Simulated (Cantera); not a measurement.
# Adiabatic ignition

An adiabatic, constant-volume homogeneous reactor starts with C₃H₈ : O₂ : N₂ = 1 : 6.85 : 67.1 (molar parts), equivalence ratio 0.73, at 1800 K and 1.00 bar.

Model: GRI-Mech 3.0 (53 species, 325 reactions), integrated in Cantera. GRI-Mech 3.0 was tuned for natural gas; its chemistry of propane as a main component is partial and can be far from experiment.

| t (s) | T (K) | P (bar) | x C₃H₈ | x O₂ | x HO₂ | x CH₂ | x NO₂ | x NO |
|---|---|---|---|---|---|---|---|---|
| 3.00e-6 | 1773 | 0.990 | 0.00998 | 0.0904 | 9.41e-5 | 9.13e-6 | <1e-12 | 8.15e-10 |
| 8.11e-6 | 1777 | 1.00 | 0.00411 | 0.0859 | 0.000172 | 3.38e-5 | 5.81e-11 | 2.10e-8 |
| 2.19e-5 | 2163 | 1.26 | <1e-12 | 0.0383 | 4.40e-6 | 1.10e-6 | 2.37e-9 | 1.33e-5 |
| 5.92e-5 | 2232 | 1.29 | <1e-12 | 0.0304 | 3.34e-6 | <1e-12 | 8.82e-9 | 5.03e-5 |
| 0.000160 | 2342 | 1.35 | <1e-12 | 0.0292 | 2.68e-6 | <1e-12 | 3.48e-8 | 0.000166 |
| 0.000433 | 2475 | 1.41 | <1e-12 | 0.0276 | 2.32e-6 | <1e-12 | 1.58e-7 | 0.000543 |
| 0.00117 | 2550 | 1.45 | <1e-12 | 0.0259 | 2.52e-6 | <1e-12 | 5.24e-7 | 0.00150 |
| 0.00316 | 2553 | 1.45 | <1e-12 | 0.0249 | 2.47e-6 | <1e-12 | 1.22e-6 | 0.00349 |
| 0.00854 | 2547 | 1.45 | <1e-12 | 0.0235 | 2.33e-6 | <1e-12 | 2.21e-6 | 0.00651 |
| 0.0231 | 2543 | 1.44 | <1e-12 | 0.0226 | 2.25e-6 | <1e-12 | 2.80e-6 | 0.00837 |
| 0.0624 | 2542 | 1.44 | <1e-12 | 0.0225 | 2.24e-6 | <1e-12 | 2.86e-6 | 0.00855 |
| 0.169 | 2542 | 1.44 | <1e-12 | 0.0225 | 2.24e-6 | <1e-12 | 2.86e-6 | 0.00855 |
| 0.456 | 2542 | 1.44 | <1e-12 | 0.0225 | 2.24e-6 | <1e-12 | 2.86e-6 | 0.00855 |
| 1.23 | 2542 | 1.44 | <1e-12 | 0.0225 | 2.24e-6 | <1e-12 | 2.86e-6 | 0.00855 |
| 3.33 | 2542 | 1.44 | <1e-12 | 0.0225 | 2.24e-6 | <1e-12 | 2.86e-6 | 0.00855 |
| 9.00 | 2542 | 1.44 | <1e-12 | 0.0225 | 2.24e-6 | <1e-12 | 2.86e-6 | 0.00855 |
x: mole fraction; the columns are a selection and need not sum to one.

```
Property                                                            Result
---------------------------------  ---------------------------------------
time of steepest temperature rise                                  17.6 µs
temperature at 9.00 s                                               2542 K
equilibrium temperature                                             2542 K
x(C₃H₈) at 9.00 s                    <1e-12 (gas-phase equilibrium <1e-12)
x(O₂) at 9.00 s                      0.0225 (gas-phase equilibrium 0.0225)
x(HO₂) at 9.00 s                   2.24e-6 (gas-phase equilibrium 2.24e-6)
```
